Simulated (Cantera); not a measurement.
Input: 1 mol n-butane, 0.4 mol CO2, 6.5 mol N2, equilibrated at 15.0 bar.

Cantera equilibrium calculation (NASA polynomials, part measured and part estimated; ideal gas, pure solids and liquids). Candidate condensed phases: C, C6H6, C7H8, C8H18, H2O; 169 gas species. Ions and electrons are included (thermal ionisation). Kinetics and transport are ignored.

Q: What share of the C ends up in condensed phases as a function of T (K), at 2000, 2500, 3000, 3500, 4000, 4500, 5000?

A: 
```
T (K)  C condensed (%)           as
-----  ---------------  -----------
2000              79.4  C(graphite)
2500              69.6  C(graphite)
3000              42.8  C(graphite)
3500               0.0            -
4000               0.0            -
4500               0.0            -
5000               0.0            -
```
